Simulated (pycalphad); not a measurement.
All values are pycalphad results on the COST 507 light-alloy database (1999) (1 atm), not direct measurements. The database dates from 1999; later assessments differ in places, in temperatures and in the compounds included. Phase fractions are per mole of atoms. Diffusion is slow at the low end, where real alloys seldom reach equilibrium.

### Question
Give the equilibrium state of Al-76.2C (at.%) at 575 K.

### Answer
```
T = 575.00 K, P = 101325 Pa, N = 1 mol of atoms
G = -19469 J/mol, H = -8708 J/mol, S = 18.71 J/(mol K)  (SER reference)
chemical potentials (J/mol): Al -67649, C -4421
phase             fraction      x(Al)       x(C)
GRAPHITE            0.5835       none     1.0000
AL4C3               0.4165     0.5714     0.4286
```

### Question
Give the equilibrium state of Al-76.2C (at.%) at 2450 K.

### Answer
```
T = 2450.00 K, P = 101325 Pa, N = 1 mol of atoms
G = -92690 J/mol, H = 63593 J/mol, S = 63.79 J/(mol K)  (SER reference)
chemical potentials (J/mol): Al -179699, C -65514
phase             fraction      x(Al)       x(C)
GRAPHITE            0.6986       none     1.0000
LIQUID              0.3014     0.7897     0.2103
```

Database names, with the compositions (at.%) that they take in these runs: AL4C3: Al 57 C 43. An entry "none" or "no" means that the model of the phase leaves that element out.
